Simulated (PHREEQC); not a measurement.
Solution (20 °C): 0.047 mol NaH2PO4 per kg of water. It is in equilibrium with CO2 at log p = -2 (atm). Otherwise closed; pH follows from the charge balance.

Model: ion-association model, wateq4f.dat, run in PHREEQC.

| quantity | before | after |
|---|---|---|
| pH | 4.54 | 4.38 |
| HCO3- (mol/kgw) | 6.79e-6 | 5.24e-6 |
| NaHCO3 (mol/kgw) | 1.22e-7 | 3.56e-7 |
| SI of Nahcolite (NaHCO3) | -6.06 | -5.58 |
| SI of Natron (Na2CO3:10H2O) | -12.40 | -11.46 |

Q: What was changed between the two runs?
A) NaH2PO4 replaced by NaHF2 at the same molality
B) diluted 100-fold with water
C) NaH2PO4 from 0.047 to 0.0235 mol/kgw
D) NaH2PO4 replaced by NaHSO4 at the same molality
E) NaH2PO4 from 0.047 to 0.235 mol/kgw

A: E, NaH2PO4 from 0.047 to 0.235 mol/kgw

Precipitation was switched off in this run. H3PO4, which wateq4f.dat lacks, is added to it with the constant of phreeqc.dat.
